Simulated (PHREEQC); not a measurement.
## Nickel, zinc or cadmium bath (model solution)

Solution (25 °C): 1.4 mmol/kgw CdSO4, 0.25 mmol/kgw KCl, 0.51 mmol/kgw NiCl2 and 0.13 mmol/kgw LiOH. Closed to the air; pH follows from the charge balance.

Model: ion-association model, wateq4f.dat, run in PHREEQC.

| Quantity | Result |
|---|---|
| pH | 8.81 |
| ionic strength | 0.00614 mol/kgw |
| total alkalinity | 0.130 meq/kg |

| species | molality | activity | log γ |
|---|---|---|---|
| Cl- | 0.00116 | 0.00107 | -0.037 |
| SO4-2 | 0.00116 | 0.000837 | -0.142 |
| Cd+2 | 0.00106 | 0.000761 | -0.145 |
| Ni+2 | 0.000418 | 0.000300 | -0.145 |
| K+ | 0.000249 | 0.000228 | -0.037 |
| CdSO4 | 0.000184 | 0.000184 | 0.001 |
| Li+ | 0.000130 | 0.000120 | -0.035 |
| CdCl+ | 8.45e-5 | 7.77e-5 | -0.036 |
| NiSO4 | 4.89e-5 | 4.90e-5 | 0.001 |
| CdOH+ | 4.45e-5 | 4.10e-5 | -0.036 |
| NiOH+ | 2.91e-5 | 2.68e-5 | -0.036 |
| CdOHCl | 2.07e-5 | 2.08e-5 | 0.001 |
| Ni(OH)2 | 1.26e-5 | 1.26e-5 | 0.001 |
| OH- | 7.05e-6 | 6.48e-6 | -0.037 |
| Cd(SO4)2-2 | 2.35e-6 | 1.69e-6 | -0.145 |
| KSO4- | 1.46e-6 | 1.34e-6 | -0.035 |

Precipitation was switched off in this run. The solution is supersaturated, for example in Ni(OH)2, Ni4(OH)6SO4, so a real one may precipitate; this is no full list. Complexes and solids missing from the database can't appear.
